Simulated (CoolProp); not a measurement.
A single-stage vapour-compression cycle with R410A: evaporating at 290.15 K (dew point), condensing at 336.15 K (bubble point), superheat 10 K, subcooling 8 K, compressor efficiency 0.65, no pressure losses. Each further row changes one setting.

Model: reference Helmholtz-energy equation of state, Lemmon 2003, in CoolProp. It is a pseudo-pure fit of the blend.

```tsv
case	cooling COP	pressure ratio	discharge temperature (K)	refrigerating effect (kJ/kg)	volumetric capacity (kJ/m³)
as stated	2.89	3.09	377.0	143	6870
evaporating temperature 295.15 K	3.37	2.69	373.0	145	8010
condensing temperature 331.15 K	3.43	2.77	369.1	153	7350
subcooling 13 K	3.11	3.09	377.0	154	7390
superheat 20 K	2.90	3.09	388.4	155	6940
compressor efficiency 0.55	2.45	3.09	383.8	143	6870
```
